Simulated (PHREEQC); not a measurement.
1.4 g of hydrous ferric oxide (600 m²/g; 0.2 weak and 0.005 strong sites per Fe, Dzombak-Morel constants, diffuse double layer) in 1 kg of water with 0.001 mol/kgw of an inert sodium salt and 9.1 mmol/kgw Na2SO4 and 4.9 mmol/kgw Na2HAsO4, at 25 °C; the pH is set by adding NaOH or the inert anion's acid. Oxygen is held at 0.21 atm. CO2 from the air is kept out. Nothing may precipitate in this run.

Base run: PHREEQC, ion-association model, wateq4f.dat. Each further column changes one thing. The table gives surface charge σ (C/m²).

```csv
pH,base,background salt from 0.001 to 0.0001 mol/kgw,oxide from 1.4 to 7 g/kgw,0.0013 mol/kgw CaCl2 added
4,0.004,0.004,0.032,0.004
4.67,-0.004,-0.004,0.028,-0.003
5.33,-0.014,-0.014,0.024,-0.013
6.67,-0.046,-0.045,0.008,-0.045
7.33,-0.064,-0.063,-0.005,-0.063
8,-0.075,-0.075,-0.024,-0.072
8.67,-0.086,-0.086,-0.053,-0.072
9.33,-0.113,-0.112,-0.091,-0.094
10.67,-0.208,-0.206,-0.188,-0.163
11.33,-0.264,-0.262,-0.249,-0.192
12,-0.320,-0.319,-0.317,-0.195
```

 The database has no arsenate complexes of Ca.
